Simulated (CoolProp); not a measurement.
A single-stage vapour-compression cycle with R236EA: evaporating at 304.15 K (dew point), condensing at 347.15 K (bubble point), superheat 0 K, subcooling 2 K, compressor efficiency 0.6, no pressure losses. Each further row changes one setting.

Computed with CoolProp (reference Helmholtz-energy equation of state, Rui 2013).

| case | cooling COP | pressure ratio | discharge temperature (K) | refrigerating effect (kJ/kg) | volumetric capacity (kJ/m³) |
|---|---|---|---|---|---|
| as stated | 3.23 | 3.43 | 348.1 | 98.5 | 1630 |
| evaporating temperature 309.15 K | 3.85 | [?] | 347.8 | 102 | [?] |
| condensing temperature 342.15 K | 3.83 | [?] | 343.3 | 105 | 1740 |
| subcooling 7 K | [?] | 3.43 | 348.1 | 105 | 1740 |
| superheat 10 K | [?] | 3.43 | 358.3 | [?] | 1710 |
| compressor efficiency 0.5 | 2.70 | 3.43 | [?] | 98.5 | 1630 |

Question: Complete the blanks.

Answer: 
- evaporating temperature 309.15 K, pressure ratio: 2.91
- evaporating temperature 309.15 K, volumetric capacity (kJ/m³): 1980
- condensing temperature 342.15 K, pressure ratio: 3.02
- subcooling 7 K, cooling COP: 3.46
- superheat 10 K, cooling COP: 3.33
- superheat 10 K, refrigerating effect (kJ/kg): 108
- compressor efficiency 0.5, discharge temperature (K): 353.7
